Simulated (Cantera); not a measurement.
Feed: 1 mol Fe₂O₃, 11 mol CO, 0.58 mol C, equilibrated at 2052 °C.

Method: chemical equilibrium by Gibbs-energy minimisation in Cantera with the NASA 1993 tables (ideal gas, pure condensed phases). Candidate condensed phases: C, Fe, Fe(CO)₅, FeO, Fe₂O₃, Fe₃O₄; 15 gas species. The tables' stoichiometric FeO is somewhat more stable than real wüstite, so its field is too wide. FeO: taken at fixed stoichiometry. Rates play no part.

Task: At 0.0320 bar, list the 4 most abundant gas species with their mole fractions, and the condensed phases.

Result: CO 0.739, CO₂ 0.143, Fe 0.112, FeO 0.00482. Condensed: FeO(l).
